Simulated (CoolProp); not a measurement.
Vapour-liquid equilibrium of hydrogen chloride (1) + propane (2) at 26.95 °C; x and y are mole fractions of (1).

Computed with CoolProp (multi-fluid Helmholtz-energy mixture model, Thol 2018 and Lemmon 2009; pair parameters Bell 2016).

```
x      bubble pressure (MPa)  y at the bubble point  dew pressure at overall composition x (MPa)  liquid density (mol/L)
-----  ---------------------  ---------------------  -------------------------------------------  ----------------------
0.05                   1.290                      …                                        1.056                       …
0.125                  1.704                  0.409                                        1.150                   11.75
0.2                    2.088                  0.523                                        1.261                   12.17
0.275                  2.439                      …                                        1.393                   12.61
0.35                   2.760                  0.655                                        1.553                   13.09
0.425                  3.055                  0.699                                        1.751                   13.60
0.5                    3.329                  0.737                                        1.999                   14.16
0.575                  3.591                  0.772                                        2.317                   14.80
0.65                   3.844                  0.806                                        2.728                   15.53
0.725                  4.093                  0.840                                        3.240                   16.41
0.8                    4.338                  0.878                                        3.803                   17.47
0.875                      …                  0.919                                        4.320                   18.81
0.95                   4.806                  0.966                                        4.734                   20.51
```

Task: What belongs in the gaps?

Result: 
- 0.05, y at the bubble point: 0.218
- 0.05, liquid density (mol/L): 11.35
- 0.275, y at the bubble point: 0.599
- 0.875, bubble pressure (MPa): 4.577

No azeotrope shows between x = 0.05 and 0.95.

Pair parameters are fitted to limited data, so mixtures are less certain than the pure fluids.
